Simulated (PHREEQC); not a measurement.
Acid mine or pickling water: speciation

Synthetic water in mg/L, 25 °C, pH 3.35, pe 9.8:

| constituent | mg/L |
|---|---|
| Na | 81.7 |
| K | 0.0263 |
| Ca | 101 |
| Mg | 7.83 |
| Cl | 43.5 |
| S(6) as SO4 | 415 |
| Zn | 0.738 |

Na is adjusted to close the charge balance.
Valence states are taken as typed.

Computed with PHREEQC (ion-association model, wateq4f.dat).

Precipitation was switched off in this run.

### Question
Predict the ionic strength.

### Answer
ionic strength 0.0142 mol/kgw.

### Question
In which forms is Na present?

### Answer
Na+ 99 %, NaSO4- 1.1 % of the Na.
